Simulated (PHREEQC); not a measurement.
**Acid rinse or clean**

Solution (25 °C): 0.082 mol H2SO4 and 0.00039 mol NiCl2 per kg of water. Closed to the air; pH follows from the charge balance.

Computed with PHREEQC (ion-association model, wateq4f.dat).

Each row changes one thing in this solution. This is a speciation only: nothing precipitates in the calculation.

```csv
case,pH,ionic strength (mol/kgw),HSO4- (mol/kgw),SO4-2 (mol/kgw)
as made,1.09,0.118,0.0643,0.0176
0.0037 mol/kgw Zn(NO3)2 added,1.08,0.126,?,0.0174
diluted 10-fold with water,1.94,0.0176,?,0.00465
temperature from 25 to 45 °C,?,0.108,0.0693,0.0126
NiCl2 from 0.00039 to 0.000351 mol/kgw,1.09,0.118,0.0643,0.0176
H2SO4 replaced by Rb2SO4 at the same molality,7.12,0.246,2.27e-7,0.0818
NiCl2 left out,1.09,0.117,0.0644,0.0176
diluted 2-fold with water,1.35,0.0662,0.0286,0.0123
diluted 5-fold with water,1.68,0.0312,0.00908,0.00730
```

Complete the blanks.


- 0.0037 mol/kgw Zn(NO3)2 added, HSO4- (mol/kgw): 0.0630
- diluted 10-fold with water, HSO4- (mol/kgw): 0.00354
- temperature from 25 to 45 °C, pH: 1.11

Species that the database lacks are ignored. At this temperature some constants are extrapolated from 25 °C, and those without enthalpy data are left unchanged.
